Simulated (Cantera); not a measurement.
Input: 1 mol borazine, 0.55 mol NH₃, 3.7 mol H₂, at 2348.15 K and 0.470 bar.

These are equilibrium values from Cantera (NASA tables, ideal gas, pure condensed phases), not measurements of a reactor. The feed counts by its element totals alone. The tables' values for BH₂ are old estimates; treat these amounts as uncertain. Gases not in the tables: B₂H₆ and higher boranes. The numbers say what is thermodynamically allowed, not how fast it happens.

```json
[
 {"species": "H₂", "before": "0.945", "after": "0.964"},
 {"species": "N₂", "before": "0.0359", "after": "0.0352"},
 {"species": "H", "before": "0.0175", "after": "0.000327"},
 {"species": "BH₂", "before": "0.00183", "after": "8.37e-7"},
 {"species": "B", "before": "2.97e-5", "after": "<1e-9"},
 {"species": "BH", "before": "1.52e-5", "after": "<1e-9"},
 {"species": "BH₃", "before": "3.67e-5", "after": "1.07e-7"},
 {"species": "BN(s), mol", "before": "2.98", "after": "3.00"}
]
```
Gas species are given as mole fractions.

Question: What was changed between the two runs?
A. borazine replaced by B₂H₆
B. temperature from 2348.15 K to 1748 K
C. pressure from 0.470 bar to 0.230 bar
D. pressure from 0.470 bar to 1.00 bar

Answer: B, temperature from 2348.15 K to 1748 K
